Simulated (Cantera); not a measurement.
Input (Python, Cantera) and output of one run.

```python
import numpy as np
import cantera as ct

gas_names = """
    AL ALH ALN AL2 H H2 N NH NH2 NH3 N2 N2H2 N2H4
""".split()
cond_names = """
    AL(cr) AL(L) ALN(s)
""".split()


# ... load() reads the species with a 1 bar reference pressure and builds the phases ...
atoms = {
    'Al': {'AL': 1},
    'NH3': {'N': 1, 'H': 3},
    'H2': {'H': 2},
}
top_T = {'ALN(s)': 2750}  # K; cautious upper limits of use, not melting points


# ... equilibrate(T, P, feed) seeds the gas with the atoms and calls Mixture.equilibrate('TP', solver="vcs", rtol=1e-11, max_steps=5000) ...
results = []
feed = {'Al': 1, 'NH3': 270, 'H2': 3}  # mol
T = 1425  # K
P = 98  # Pa
mix = equilibrate(T, P, feed)
results.append((T, P, feed, dict(zip(mix.species_names, mix.species_moles))))
print(gas.report(threshold=1e-06))
for i in range(1, mix.n_phases):
    print(f"{mix.phase(i).name:16s} {mix.phase_moles(i):12.5e} mol")
```

Output:

```
       temperature   1425 K
          pressure   98 Pa
           density   6.9982e-05 kg/m^3
  mean mol. weight   8.4608 kg/kmol
   phase of matter   gas

                          1 kg             1 kmol
                     ---------------   ---------------
          enthalpy        4.0678e+06        3.4417e+07  J
   internal energy        2.6674e+06        2.2568e+07  J
           entropy             30149        2.5509e+05  J/K
    Gibbs function       -3.8895e+07       -3.2908e+08  J
 heat capacity c_p            3860.4             32662  J/K
 heat capacity c_v            2877.7             24348  J/K

                      mass frac. Y      mole frac. X     chem. pot. / RT
                     ---------------   ---------------   ---------------
                 H        2.2511e-05        0.00018895           -12.834
                H2           0.17916           0.75191           -25.668
                N2           0.82082            0.2479           -34.178
     [  +10 minor]        9.6707e-07        3.1202e-07

AL(L)             0.00000e+00 mol
ALN(s)            9.99844e-01 mol
```

Cantera equilibrium calculation (NASA polynomials, part measured and part estimated; ideal gas, pure solids and liquids).
